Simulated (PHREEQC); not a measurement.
# Nickel, zinc or cadmium bath: speciation

Make-up at 20 °C: 0.00074 mol/kgw CdCl2 and 0.0012 mol/kgw NaOH. Closed to the air; pH follows from the charge balance.

The numbers come from PHREEQC with the ion-association model, phreeqc.dat.

Precipitation was switched off in this run.

**Question.** Estimate the pH.

**Answer.** pH 10.48.

**Question.** In which forms is Cd present?

**Answer.** Cd(OH)2 48 %, CdOH+ 21 %, CdOHCl 16 %, Cd+2 14 %, CdCl+ 1.5 % of the Cd.

Examples of supersaturated solids here: Cd(OH)2. Others may be too. Species that the database lacks are ignored.
